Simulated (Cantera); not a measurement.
A closed system holds: 1 mol SiHCl3, 0.14 mol NH3, 97 mol N2, at 13.3 mbar.

Cantera equilibrium calculation (NASA polynomials, part measured and part estimated; ideal gas, pure solids and liquids). Candidate condensed phases: NH4Cl, Si, Si3N4; 28 gas species. The tables' values for SiCl3 are old estimates; treat these amounts as uncertain. Equilibrium is a limit: real reactors are often held back by kinetics, nucleation or transport. All values below are at 1350 °C.

Base state: N2 0.978, SiCl2 0.00978, HCl 0.00968, H2 0.00230, SiCl3 0.000274, Cl 9.51e-5, H 2.87e-5, SiCl4 1.79e-5 (mole fractions); condensed: gas only.

**Question.** What changes in the equilibrium state with this change: pressure from 13.3 mbar to 0.320 bar?

**Answer.** 
```
species          before     after
-------------  --------  --------
N2                0.978     0.979
HCl             0.00968    0.0120
SiCl2           0.00978   0.00557
SiCl4           1.79e-5  0.000759
SiHCl3          6.58e-7   1.12e-5
H               2.87e-5   4.14e-6
SiCl3          0.000274   0.00135
Si3N4(s), mol         0    0.0799
```
